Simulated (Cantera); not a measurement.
## Premixed flame

A freely propagating, adiabatic, planar premixed flame of 19.7 % CO, 5.91 % H2, 15.6 % O2, 58.7 % N2, equivalence ratio 0.82, unburnt at 650 K and 500000 Pa; mixture-averaged transport, grid criteria slope 0.08 and curve 0.16, no radiation.

Model: GRI-Mech 3.0 (53 species, 325 reactions), integrated in Cantera. The hydrogen kinetics of GRI-Mech 3.0 are dated; newer H2 mechanisms differ, most at raised pressure. Burning velocities carry a grid error of a few per cent, more on coarse grids.

```csv
z (mm),T (K),u (m/s),x CO,x H2,x O2,x NO2,x NO,x HO2
-0.333,650,1.62,0.197,0.0590,0.156,<1e-8,<1e-8,<1e-8
-0.222,650,1.62,0.197,0.0584,0.156,<1e-8,<1e-8,6.14e-8
-0.167,650,1.61,0.198,0.0571,0.157,<1e-8,<1e-8,6.88e-7
-0.111,653,1.62,0.198,0.0536,0.157,<1e-8,<1e-8,6.53e-6
-0.0555,704,1.72,0.199,0.0415,0.157,3.57e-8,5.97e-8,0.000187
-0.0278,949,2.29,0.188,0.0273,0.147,3.81e-8,7.85e-7,0.000473
0,1387,3.29,0.153,0.0113,0.117,1.71e-8,4.42e-6,0.000193
0.0278,1704,3.96,0.112,0.00413,0.0869,2.86e-8,1.27e-5,8.49e-5
0.0555,1890,4.33,0.0833,0.00316,0.0712,4.04e-8,2.27e-5,4.80e-5
0.111,2085,4.70,0.0576,0.00292,0.0588,6.15e-8,4.12e-5,2.39e-5
0.222,2247,5.00,0.0417,0.00218,0.0515,1.04e-7,7.28e-5,1.14e-5
0.444,2363,5.22,0.0297,0.00147,0.0461,1.69e-7,0.000130,6.45e-6
0.889,2438,5.35,0.0210,0.00101,0.0423,2.49e-7,0.000232,4.94e-6
```
x: mole fraction of selected species; z is measured from the peak of heat release.

| Quantity | Value |
|---|---|
| laminar burning velocity | 162 cm/s |
| thermal thickness | 0.111 mm |
| peak x(HO2) | 0.000500 |
| grid points | 123 |
